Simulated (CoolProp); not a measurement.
Vapour-liquid equilibrium of n-heptane (1) + m-xylene (2) at 0.183 MPa; x and y are mole fractions of (1).

Computed with CoolProp (multi-fluid Helmholtz-energy mixture model, Span 2003 and Zhou 2012; pair parameters Bell 2016).

```
x      bubble temperature (K)  y at the bubble point  dew temperature at overall composition x (K)  liquid density (mol/L)
-----  ----------------------  ---------------------  --------------------------------------------  ----------------------
0.05                    431.2                  0.139                                         434.1                   6.853
0.125                   425.5                  0.301                                         431.7                   6.792
0.2                     420.8                  0.425                                         429.2                   6.725
0.275                   416.7                  0.523                                         426.5                   6.653
0.35                    413.2                  0.602                                           ___                   6.578
0.425                   410.1                    ___                                         420.8                   6.502
0.5                     407.3                  0.728                                         417.7                   6.425
0.575                   404.8                  0.779                                         414.5                   6.347
0.65                    402.4                  0.825                                         411.0                   6.270
0.725                   400.2                  0.868                                         407.5                   6.194
0.8                     398.1                  0.907                                         403.7                     ___
0.875                   396.1                  0.943                                         399.8                   6.043
0.95                    394.2                    ___                                         395.8                     ___
```

Complete the blanks.


- 0.35, dew temperature at overall composition x (K): 423.7
- 0.425, y at the bubble point: 0.670
- 0.8, liquid density (mol/L): 6.118
- 0.95, y at the bubble point: 0.978
- 0.95, liquid density (mol/L): 5.968

No azeotrope shows between x = 0.05 and 0.95.

Pair parameters are fitted to limited data, so mixtures are less certain than the pure fluids.
